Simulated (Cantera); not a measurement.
A Cantera script and its output.

```python
import numpy as np
import cantera as ct

gas = ct.Solution("gri30.yaml")
gas.TPX = 1375, 101325, {'CO': 0.0081, 'O2': 0.049, 'H2O': 0.013, 'N2': 1}
reactor = ct.IdealGasConstPressureReactor(gas, energy="off", clone=False)
net = ct.ReactorNet([reactor])
net.rtol, net.atol = 1e-08, 1e-18
show = ['CO', 'O2', 'H2O', 'HO2', 'NO']
times = np.geomspace(2e-05, 10, 10)

steps = ct.SolutionArray(gas, extra=["t"])
rows = []
print(f"{'t/s':>10s}{'T/K':>9s}{'P/Pa':>11s}" + "".join(f"{s:>11s}" for s in show))
for t in times:
    while net.time < t:
        t_next = net.step()
        steps.append(gas.state, t=t_next)
    rows.append([np.interp(t, steps.t, y) for y in (steps.T, steps.P, *steps(*show).X.T)])
    print(f"{t:10.3e}{rows[-1][0]:9.1f}{rows[-1][1]:11.4g}" + "".join(f"{x:11.3e}" for x in rows[-1][2:]))
rate = np.gradient(steps.T, steps.t)
print("integrator steps:", len(steps.t))
if steps.T.max() > steps.T[0] + 200:
    print(f"time of steepest temperature rise: {steps.t[rate.argmax()]:.4e} s")
gas.TPX = 1375, 101325, {'CO': 0.0081, 'O2': 0.049, 'H2O': 0.013, 'N2': 1}
gas.equilibrate("TP")
print(f"equilibrium (TP): T = {gas.T:.1f} K  " + "  ".join(f"{s} {gas[s].X[0]:.3e}" for s in show))
```

Output:

```
       t/s      T/K       P/Pa         CO         O2        H2O        HO2         NO
 2.000e-05   1375.0  1.013e+05  7.569e-03  4.579e-02  1.215e-02  2.151e-10  6.110e-17
 8.595e-05   1375.0  1.013e+05  7.569e-03  4.579e-02  1.215e-02  1.138e-09  1.205e-15
 3.694e-04   1375.0  1.013e+05  7.569e-03  4.579e-02  1.215e-02  3.840e-08  6.358e-14
 1.587e-03   1375.0  1.013e+05  4.457e-03  4.392e-02  1.179e-02  6.227e-06  6.390e-08
 6.822e-03   1375.0  1.013e+05  2.358e-04  4.223e-02  1.213e-02  1.308e-06  2.894e-07
 2.932e-02   1375.0  1.013e+05  1.035e-05  4.216e-02  1.218e-02  1.040e-07  3.189e-07
 1.260e-01   1375.0  1.013e+05  2.830e-07  4.216e-02  1.219e-02  1.250e-08  3.279e-07
 5.415e-01   1375.0  1.013e+05  2.524e-08  4.216e-02  1.219e-02  7.806e-09  3.302e-07
 2.327e+00   1375.0  1.013e+05  2.339e-08  4.216e-02  1.219e-02  7.710e-09  3.313e-07
 1.000e+01   1375.0  1.013e+05  2.339e-08  4.216e-02  1.219e-02  7.710e-09  3.354e-07
integrator steps: 1333
equilibrium (TP): T = 1375.0 K  CO 2.344e-08  O2 4.201e-02  H2O 1.219e-02  HO2 7.689e-09  NO 3.081e-04
```

Detailed kinetics in Cantera: GRI-Mech 3.0 (53 species, 325 reactions).
